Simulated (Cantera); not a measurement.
A perfectly stirred reactor is fed with NH₃ : N₂ = 1 : 29 (molar parts), at 10.00 Torr; it is held at 2125 K, and followed from long to short residence time.

Computed with Cantera and the gas-phase N/H chemistry of the illustrative SiF4/NH3 mechanism in the Surface Chemkin manual (1991). Walls and surfaces, which speed up NH3 decomposition in real reactors, are not modelled.

Task: Predict: x(NH₃) at τ = 0.370 s; x(H₂) at τ = 0.370 s; x(N₂) at τ = 0.370 s; x(N) at τ = 0.370 s; x(H) at τ = 0.370 s; x(NH₃) at τ = 34.0 ms; x(H₂) at τ = 34.0 ms; x(N₂) at τ = 34.0 ms; x(N) at τ = 34.0 ms; x(H) at τ = 34.0 ms.

Result: 
| Quantity | Value |
|---|---|
| x(NH₃) at τ = 0.370 s | 0.0165 |
| x(H₂) at τ = 0.370 s | 0.0241 |
| x(N₂) at τ = 0.370 s | 0.959 |
| x(N) at τ = 0.370 s | 3.92e-6 |
| x(H) at τ = 0.370 s | 0.000111 |
| x(NH₃) at τ = 34.0 ms | 0.0304 |
| x(H₂) at τ = 34.0 ms | 0.00385 |
| x(N₂) at τ = 34.0 ms | 0.965 |
| x(N) at τ = 34.0 ms | 9.28e-7 |
| x(H) at τ = 34.0 ms | 2.60e-5 |
